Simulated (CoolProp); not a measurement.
Vapour-liquid equilibrium of cyclohexane (1) + n-heptane (2) at 322.7 K; x and y are mole fractions of (1).

Values from CoolProp's multi-fluid Helmholtz-energy mixture model, Zhou 2014 and Span 2003; pair parameters Bell 2016.

```tsv
x	bubble pressure (MPa)	y at the bubble point	dew pressure at overall composition x (MPa)	liquid density (mol/L)
0.05	0.01946	0.095	[?]	6.660
0.15	0.02131	0.259	0.02005	6.845
0.25	[?]	0.396	0.02121	7.040
0.35	[?]	0.512	0.02250	7.245
0.45	0.02667	0.612	0.02394	7.462
0.55	0.02838	0.699	0.02557	7.692
0.65	0.03005	0.777	0.02739	[?]
0.75	0.03168	0.847	0.02945	8.194
0.85	0.03329	0.911	0.03175	8.469
0.95	0.03488	0.971	0.03430	8.762
```

Q: What belongs in the gaps?

A: 
- 0.05, dew pressure at overall composition x (MPa): 0.01901
- 0.25, bubble pressure (MPa): 0.02314
- 0.35, bubble pressure (MPa): 0.02493
- 0.65, liquid density (mol/L): 7.935

No azeotrope shows between x = 0.05 and 0.95.

Pair parameters are fitted to limited data, so mixtures are less certain than the pure fluids.
